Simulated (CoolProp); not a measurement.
Model: reference Helmholtz-energy equation of state, Thol 2015, in CoolProp.

### Question
Give the vapour pressure (MPa), liquid density (kg/m³), vapour density (kg/m³), enthalpy of vaporisation (kJ/kg) of saturated octamethylcyclotetrasiloxane (D4) at 87.05, 103.85, 123.95 °C.

### Answer
| T (°C) | p (MPa) | liquid density (kg/m³) | vapour density (kg/m³) | enthalpy of vaporisation (kJ/kg) |
|---|---|---|---|---|
| 87.05 | 0.00500 | 879 | 0.499 | 163 |
| 103.85 | 0.0102 | 858 | 0.981 | 157 |
| 123.95 | 0.0217 | 834 | 2.00 | 150 |
